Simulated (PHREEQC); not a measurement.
Make-up at 25 °C: 0.0019 mol HF, 0.00062 mol H2SiF6, 0.1 mol H3PO4 and 0.0057 mol HNO3 per kg of water. Closed to the air; pH follows from the charge balance.

All values are PHREEQC results (ion-association model, phreeqc.dat), not measurements.

### Question
The ionic strength comes out as 0.0302 mol/kgw. What activity coefficients do H2PO4-, F-, HF2-, H+, SiF6-2 get?

### Answer
H2PO4- 0.86, F- 0.84, HF2- 0.85, H+ 0.87, SiF6-2 0.53.

This is a speciation only: nothing precipitates in the calculation. Examples of supersaturated solids here: Quartz (slow to form), Chalcedony (slow to form). Others may be too. Complexes and solids missing from the database can't appear. SiF6-2 is the database's only silicon fluoride.
